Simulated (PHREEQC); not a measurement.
0.072 g of hydrous ferric oxide (600 m²/g; 0.2 weak and 0.005 strong sites per Fe, Dzombak-Morel constants, diffuse double layer) in 1 kg of water with 0.1 mol/kgw of an inert sodium salt and 0.0011 mmol/kgw BaCl2, at 25 °C; the pH is set by adding NaOH or the inert anion's acid. O2 is buffered at 0.21 atm. CO2 from the air is kept out. No solid was allowed to form.

Base run: PHREEQC, ion-association model, wateq4f.dat. Each further column changes one thing. The table gives surface charge σ (C/m²).

| pH | base | background salt from 0.1 to 0.01 mol/kgw | oxide from 0.072 to 0.36 g/kgw |
|---|---|---|---|
| 3 | 0.363 | (withheld) | 0.363 |
| 3.5 | 0.350 | 0.275 | 0.350 |
| 4 | 0.321 | 0.216 | 0.321 |
| 4.5 | 0.272 | (withheld) | 0.273 |
| 5 | 0.215 | (withheld) | 0.215 |
| 5.5 | 0.159 | 0.077 | 0.159 |
| 6 | 0.111 | 0.050 | 0.111 |
| 6.5 | 0.074 | 0.030 | 0.074 |
| 7 | 0.045 | 0.017 | 0.045 |
| 7.5 | 0.022 | 0.008 | 0.022 |
| 8 | 0.004 | (withheld) | 0.004 |
| 8.5 | -0.013 | -0.005 | -0.014 |
| 9 | -0.033 | -0.012 | -0.034 |

Task: Fill in the missing entries.

Result: 
- 3, background salt from 0.1 to 0.01 mol/kgw: 0.325
- 4.5, background salt from 0.1 to 0.01 mol/kgw: 0.160
- 5, background salt from 0.1 to 0.01 mol/kgw: 0.113
- 8, background salt from 0.1 to 0.01 mol/kgw: 0.001

The oxide is taken as insoluble; below pH 4 it would dissolve.
